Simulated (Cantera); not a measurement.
Feed: 1 mol FeS, 0.59 mol H₂, 0.054 mol H₂O, at 1248.15 K and 0.540 Torr.

Cantera equilibrium calculation (NASA polynomials, part measured and part estimated; ideal gas, pure solids and liquids). Candidate condensed phases: Fe, FeO, Fe(OH)₂, Fe(OH)₃, FeS, FeSO₄, FeS₂, Fe₂O₃, Fe₂(SO₄)₃, Fe₃O₄, H₂O, H₂SO₄, S; 22 gas species. Mutual solubility and eutectic melting of coexisting phases are not modelled. FeS: taken at fixed stoichiometry. Gases not in the tables: S₃ to S₇. Equilibrium is a limit: real reactors are often held back by kinetics, nucleation or transport.

Base state: H₂ 0.911, H₂O 0.0838, H₂S 0.00500, S₂ 0.000169, SH 6.05e-5, H 1.67e-5 (mole fractions); condensed: Fe(γ) + FeS(s).

Problem. What changes in the equilibrium state with this change: temperature from 1248.15 K to 1925 K?

Solution. 
```csv
species,before,after
H₂,0.911,0.379
S₂,0.000169,0.291
Fe,3.25e-7,0.211
S,5.91e-7,0.0384
SO,8.16e-7,0.0124
H,1.67e-5,0.0219
SH,6.05e-5,0.0200
H₂O,0.0838,0.0199
FeO,<1e-9,0.000183
S₂O,1.26e-8,0.000114
OH,1.57e-8,9.96e-5
"Fe(γ), mol",0.00348,0
"FeS(s), mol",0.997,0
"Fe(l), mol",0,0.680
```
